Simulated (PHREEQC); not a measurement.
Make-up at 25 °C: 120 mmol/kgw MnSO4, 7.6 mmol/kgw CuCl2 and 0.73 mmol/kgw NaF. Closed to the air; pH follows from the charge balance.

The numbers come from PHREEQC with the ion-association model, wateq4f.dat.

Each row changes one thing in this solution. This is a speciation only: nothing precipitates in the calculation.

```
case                                            pH  ionic strength (mol/kgw)  Mn+2 (mol/kgw)  SO4-2 (mol/kgw)  MnSO4 (mol/kgw)  Cl- (mol/kgw)  SI of Halite (NaCl)  SI of Mirabilite (Na2SO4:10H2O)
--------------------------------------------  ----  ------------------------  --------------  ---------------  ---------------  -------------  -------------------  -------------------------------
as made                                       5.30                     0.273          0.0654           0.0629           0.0534         0.0141                -6.90                            -7.30
diluted 5-fold with water                     5.49                    0.0658          0.0158           0.0153          0.00811        0.00295                -8.15                            -8.96
temperature from 25 to 45 °C                  5.10                     0.244          0.0585           0.0558           0.0605         0.0141                -6.95                            -8.23
CuCl2 replaced by CdCl2 at the same molality  6.30                     0.271          0.0662           0.0609           0.0527         0.0134                -6.93                            -7.31
CuCl2 from 0.0076 to 0.0114 mol/kgw           5.18                     0.281          0.0660           0.0623           0.0523         0.0211                -6.73                            -7.31
temperature from 25 to 5 °C                   5.45                     0.307          0.0740           0.0716           0.0447         0.0140                -6.86                            -6.25
diluted 2-fold with water                     5.38                     0.147          0.0354           0.0341           0.0242        0.00722                -7.44                            -8.01
```

Some of these states are supersaturated (in Antlerite, Brochantite, Atacamite, for instance). Constants without temperature data keep their 25 °C values here.
